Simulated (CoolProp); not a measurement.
Neopentane along the isotherm 276.85 °C: Z from the reference equation and from simpler models built on Tc = 160.6 °C, pc = 3.196 MPa, ω = 0.196; each cubic takes its own stable root.

Computed with CoolProp (reference Helmholtz-energy equation of state, Lemmon 2006). It is a short technical equation, of lower accuracy than the large ones.

| p (MPa) | phase | reference |
|---|---|---|
| 0.666 | gas | 0.9677 |
| 1.33 | gas | 0.9349 |
| 2 | gas | 0.9013 |
| 2.66 | gas | 0.8679 |
| 3.33 | supercritical | 0.8339 |
| 4 | supercritical | 0.8005 |
| 4.66 | supercritical | 0.7685 |
| 5.33 | supercritical | 0.7379 |
| 5.99 | supercritical | 0.7103 |
| 6.66 | supercritical | 0.6858 |
| 7.32 | supercritical | 0.6661 |
| 7.99 | supercritical | 0.6512 |

### Question
How far does each simpler model (van der Waals, Redlich-Kwong, Soave-Redlich-Kwong, Peng-Robinson) lie from the reference over these 12 states: mean and median of the absolute difference, and the worst?

### Answer
- van der Waals: mean 5.5 %, median 5.7 %, worst -10.8 % at 276.85 °C and 6.66 MPa
- Redlich-Kwong: mean 2.1 %, median 2.3 %, worst -3.4 % at 276.85 °C and 5.99 MPa
- Soave-Redlich-Kwong: mean 3.1 %, median 2.5 %, worst +7.9 % at 276.85 °C and 7.99 MPa
- Peng-Robinson: mean 1.1 %, median 1.1 %, worst +1.8 % at 276.85 °C and 7.99 MPa
